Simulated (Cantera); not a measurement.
Cantera run:

```python
import numpy as np
import cantera as ct

gas_names = """
    CL CL2 Fe FeCL FeCL2 FeCL3 Fe2CL4 Fe2CL6 H HCL H2
""".split()
cond_names = """
    Fe(a) Fe(c) Fe(d) Fe(L) FeCL2(s) FeCL2(L) FeCL3(s) FeCL3(L)
""".split()


def load(file, names, dense=False):
    # The tables refer to 1 bar. Condensed volumes are neglected.
    table = {s.name: s for s in ct.Species.list_from_file(file)}
    out = []
    for n in names:
        d = dict(table[n].input_data)
        d["thermo"] = dict(d["thermo"], **{"reference-pressure": 1e5})
        if dense:
            d["equation-of-state"] = {"model": "constant-volume", "density": "1e6 g/cm^3"}
        out.append(ct.Species.from_dict(d))
    return out


gas = ct.Solution(thermo="ideal-gas", species=load("nasa_gas.yaml", gas_names))
cond = {s.name: ct.Solution(thermo="fixed-stoichiometry", species=[s], name=s.name)
        for s in load("nasa_condensed.yaml", cond_names, dense=True)}
atoms = {
    'FeCl2': {'Fe': 1, 'CL': 2},
    'HCl': {'H': 1, 'CL': 1},
    'H2': {'H': 2},
}
top_T = {}  # K; cautious upper limits of use, not melting points


def equilibrate(T, P, feed):
    n = {}
    for name, mol in feed.items():
        for a, k in atoms[name].items():
            n[a] = n.get(a, 0.0) + k * mol
    gas.TPX = T, P, n
    mass = sum(n.values()) * gas.mean_molecular_weight
    gas.equilibrate("TP")
    valid = [c for c in cond.values() if c.min_temp <= T <= top_T.get(c.name, c.max_temp)]
    mix = ct.Mixture([(gas, mass / gas.mean_molecular_weight)] + [(c, 0.0) for c in valid])
    mix.T, mix.P = T, P
    mix.equilibrate("TP", solver="vcs", rtol=1e-11, max_steps=5000)
    return mix


results = []
feed = {'FeCl2': 1, 'HCl': 0.74, 'H2': 14}  # mol
T = 1750  # K
for P in [0.1, 0.72, 5.2, 37, 270, 1900, 14000, 100000]:
    mix = equilibrate(T, P, feed)
    results.append((T, P, feed, dict(zip(mix.species_names, mix.species_moles))))
    x = sorted(zip(gas.X, gas.species_names), reverse=True)
    print(f"T = {T:g} K  P = {P:g} Pa  gas = {mix.phase_moles(0):.4g} mol")
    print("   x: " + "  ".join(f"{s} {v:.3e}" for v, s in x if v > 0.0001))
    print("   condensed (mol): " + ("  ".join(f"{mix.phase(i).name} {mix.phase_moles(i):.4g}"
          for i in range(1, mix.n_phases) if mix.phase_moles(i) > 1e-12) or "none"))
```

Result:

```
T = 1750 K  P = 0.1 Pa  gas = 18.7 mol
   x: H2 6.175e-01  H 1.828e-01  HCL 1.191e-01  Fe 5.337e-02  CL 2.719e-02
   condensed (mol): none
T = 1750 K  P = 0.72 Pa  gas = 17.46 mol
   x: H2 7.144e-01  HCL 1.437e-01  H 7.326e-02  Fe 5.633e-02  CL 1.137e-02  FeCL2 9.127e-04
   condensed (mol): none
T = 1750 K  P = 5.2 Pa  gas = 16.91 mol
   x: H2 7.627e-01  HCL 1.458e-01  Fe 5.309e-02  H 2.817e-02  FeCL2 5.994e-03  CL 4.154e-03
   condensed (mol): none
T = 1750 K  P = 37 Pa  gas = 16.46 mol
   x: H2 8.057e-01  HCL 1.238e-01  Fe 3.766e-02  FeCL2 2.064e-02  H 1.085e-02  CL 1.286e-03
   condensed (mol): Fe(d) 0.03919
T = 1750 K  P = 270 Pa  gas = 15.86 mol
   x: H2 8.395e-01  HCL 1.292e-01  FeCL2 2.156e-02  Fe 5.161e-03  H 4.101e-03  CL 4.866e-04
   condensed (mol): Fe(d) 0.5759
T = 1750 K  P = 1900 Pa  gas = 15.77 mol
   x: H2 8.456e-01  HCL 1.301e-01  FeCL2 2.173e-02  H 1.552e-03  Fe 7.334e-04  CL 1.842e-04
   condensed (mol): Fe(d) 0.6457
T = 1750 K  P = 14000 Pa  gas = 15.75 mol
   x: H2 8.471e-01  HCL 1.304e-01  FeCL2 2.177e-02  H 5.721e-04
   condensed (mol): Fe(d) 0.6555
T = 1750 K  P = 100000 Pa  gas = 15.74 mol
   x: H2 8.475e-01  HCL 1.304e-01  FeCL2 2.178e-02  H 2.141e-04
   condensed (mol): Fe(d) 0.6567
```

Equilibrium computed with Cantera from the NASA thermochemical tables; the gas is ideal and each condensed phase is pure.
